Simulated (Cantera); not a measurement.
## Nitride etching: BN + H2O

Input: 1 mol BN, 3.3 mol H2O, held at 0.00133 bar.

Equilibrium computed with Cantera from the NASA thermochemical tables; the gas is ideal and each condensed phase is pure. Candidate condensed phases: B, BN, B2O3, B3O3H3, H2O; 39 gas species. Gases not in the tables: H3BO3. Equilibrium is a limit: real reactors are often held back by kinetics, nucleation or transport.

```tsv
T (K)	x H2	x H2O	x HBO2	x N2	x H	x B2O3
1525	0.348	0.309	0.220	0.116	0.000382	0.00619
1575	0.348	0.309	0.218	0.116	0.000672	0.00692
1625	0.348	0.310	0.217	0.116	0.00114	0.00768
1675	0.347	0.311	0.215	0.116	0.00187	0.00845
1725	0.346	0.311	0.213	0.116	0.00299	0.00923
1775	0.345	0.312	0.211	0.116	0.00466	0.0100
1825	0.344	0.312	0.209	0.116	0.00707	0.0108
1875	0.341	0.312	0.206	0.116	0.0105	0.0115
1925	0.338	0.312	0.203	0.115	0.0152	0.0122
```
x: gas mole fraction; nothing condenses.

From 1525 K to 1925 K nothing is condensed.
